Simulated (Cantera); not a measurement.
A perfectly stirred reactor is fed with CH4 : CO : O2 : N2 = 1 : 0.09 : 1.86 : 6.99 (molar parts), at 0.987 atm; it is adiabatic with a 750 K inlet, and is followed from long to short residence time, starting on the burning branch (τ in s: 0.11, 0.049, 0.022, 0.01, 0.0047, 0.0021, 0.00097, 0.00044, 0.0002, 9.1e-05).

Model: GRI-Mech 3.0 (53 species, 325 reactions), integrated in Cantera.

x: mole fraction; the columns are a selection and need not sum to one.

| τ (s) | T (K) | x CH4 | x CO | x O2 | x N2O | x C2H6 |
|---|---|---|---|---|---|---|
| 0.11 | 2446 | 1.44e-6 | 0.0348 | 0.00387 | 1.34e-7 | <1e-12 |
| 0.049 | 2441 | ? | 0.0351 | ? | 1.35e-7 | <1e-12 |
| 0.022 | 2430 | 6.16e-6 | 0.0357 | 0.00479 | 1.33e-7 | 3.41e-12 |
| 0.010 | 2410 | 1.17e-5 | 0.0367 | 0.00576 | 1.26e-7 | 1.21e-11 |
| 0.0047 | 2379 | 2.10e-5 | 0.0383 | 0.00713 | 1.16e-7 | 3.78e-11 |
| 0.0021 | 2334 | 3.85e-5 | 0.0405 | 0.00906 | 1.03e-7 | 1.23e-10 |
| 0.00097 | 2279 | 6.99e-5 | 0.0428 | 0.0113 | 9.20e-8 | 3.92e-10 |
| 0.00044 | 2217 | 0.000134 | 0.0455 | 0.0138 | 8.37e-8 | 1.41e-9 |
| 0.00020 | 2154 | 0.000274 | 0.0484 | 0.0168 | 7.81e-8 | 5.94e-9 |
| 9.1e-5 | 2091 | ? | ? | ? | 7.32e-8 | ? |

Fill in the missing entries.


- 0.049, x CH4: 3.06e-6
- 0.049, x O2: 0.00420
- 9.1e-5, x CH4: 0.000617
- 9.1e-5, x CO: 0.0527
- 9.1e-5, x O2: 0.0210
- 9.1e-5, x C2H6: 3.27e-8
